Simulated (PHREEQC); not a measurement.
Make-up at 25 °C: 0.091 mol KOH, 0.00053 mol H3BO3 and 1.8e-05 mol H4SiO4 per kg of water. Closed to the air; pH follows from the charge balance.

Computed with PHREEQC (ion-association model, wateq4f.dat).

This is a speciation only: nothing precipitates in the calculation.

Question: Predict the pH.

Answer: pH 12.84.

Question: In which forms is Si present?

Answer: H3SiO4- 52 %, H2SiO4-2 48 % of the Si.

Species that the database lacks are ignored.
